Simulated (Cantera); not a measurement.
**Stirred combustor or abatement burner**

A perfectly stirred reactor is fed with CH₄ : O₂ : N₂ = 1 : 4.26 : 16 (molar parts), equivalence ratio 0.47, at 4.93 atm; it is adiabatic with a 600 K inlet, and is followed from long to short residence time, starting on the burning branch (τ in s: 0.2, 0.089, 0.039, 0.017, 0.0074, 0.0032, 0.0014, 0.00061, 0.00026, 0.00012, 5e-05, 2.2e-05, 9.5e-06).

Detailed kinetics in Cantera: GRI-Mech 3.0 (53 species, 325 reactions).

```json
[
 {"τ (s)": "0.20", "T (K)": "1665", "x CH₄": "5.85e-6", "x O₂": "0.106", "x CH₂CO": "1.43e-9", "x H₂O": "0.0939", "x C₂H": "<1e-12", "x C₂H₆": "5.49e-10", "x HCO": "1.28e-9"},
 {"τ (s)": "0.089", "T (K)": "1664", "x CH₄": "1.06e-5", "x O₂": "0.106", "x CH₂CO": "4.24e-9", "x H₂O": "0.0939", "x C₂H": "<1e-12", "x C₂H₆": "1.60e-9", "x HCO": "2.84e-9"},
 {"τ (s)": "0.039", "T (K)": "1663", "x CH₄": "1.90e-5", "x O₂": "0.106", "x CH₂CO": "1.16e-8", "x H₂O": "0.0938", "x C₂H": "1.40e-12", "x C₂H₆": "4.32e-9", "x HCO": "6.43e-9"},
 {"τ (s)": "0.017", "T (K)": "1660", "x CH₄": "3.38e-5", "x O₂": "0.106", "x CH₂CO": "2.98e-8", "x H₂O": "0.0937", "x C₂H": "3.46e-12", "x C₂H₆": "1.10e-8", "x HCO": "1.48e-8"},
 {"τ (s)": "0.0074", "T (K)": "1656", "x CH₄": "6.04e-5", "x O₂": "0.107", "x CH₂CO": "7.28e-8", "x H₂O": "0.0936", "x C₂H": "7.83e-12", "x C₂H₆": "2.67e-8", "x HCO": "3.43e-8"},
 {"τ (s)": "0.0032", "T (K)": "1649", "x CH₄": "0.000110", "x O₂": "0.107", "x CH₂CO": "1.75e-7", "x H₂O": "0.0933", "x C₂H": "1.64e-11", "x C₂H₆": "6.53e-8", "x HCO": "8.11e-8"},
 {"τ (s)": "0.0014", "T (K)": "1635", "x CH₄": "0.000208", "x O₂": "0.108", "x CH₂CO": "4.30e-7", "x H₂O": "0.0929", "x C₂H": "3.19e-11", "x C₂H₆": "1.69e-7", "x HCO": "1.91e-7"},
 {"τ (s)": "0.00061", "T (K)": "1605", "x CH₄": "0.000457", "x O₂": "0.110", "x CH₂CO": "1.38e-6", "x H₂O": "0.0919", "x C₂H": "6.24e-11", "x C₂H₆": "6.20e-7", "x HCO": "4.58e-7"},
 {"τ (s)": "0.00026", "T (K)": "600", "x CH₄": "0.0470", "x O₂": "0.200", "x CH₂CO": "<1e-12", "x H₂O": "<1e-12", "x C₂H": "<1e-12", "x C₂H₆": "<1e-12", "x HCO": "<1e-12"},
 {"τ (s)": "0.00012", "T (K)": "600", "x CH₄": "0.0470", "x O₂": "0.200", "x CH₂CO": "<1e-12", "x H₂O": "<1e-12", "x C₂H": "<1e-12", "x C₂H₆": "<1e-12", "x HCO": "<1e-12"},
 {"τ (s)": "5.0e-5", "T (K)": "600", "x CH₄": "0.0470", "x O₂": "0.200", "x CH₂CO": "<1e-12", "x H₂O": "<1e-12", "x C₂H": "<1e-12", "x C₂H₆": "<1e-12", "x HCO": "<1e-12"},
 {"τ (s)": "2.2e-5", "T (K)": "600", "x CH₄": "0.0470", "x O₂": "0.200", "x CH₂CO": "<1e-12", "x H₂O": "<1e-12", "x C₂H": "<1e-12", "x C₂H₆": "<1e-12", "x HCO": "<1e-12"},
 {"τ (s)": "9.5e-6", "T (K)": "600", "x CH₄": "0.0470", "x O₂": "0.200", "x CH₂CO": "<1e-12", "x H₂O": "<1e-12", "x C₂H": "<1e-12", "x C₂H₆": "<1e-12", "x HCO": "<1e-12"}
]
```
x: mole fraction; the columns are a selection and need not sum to one.
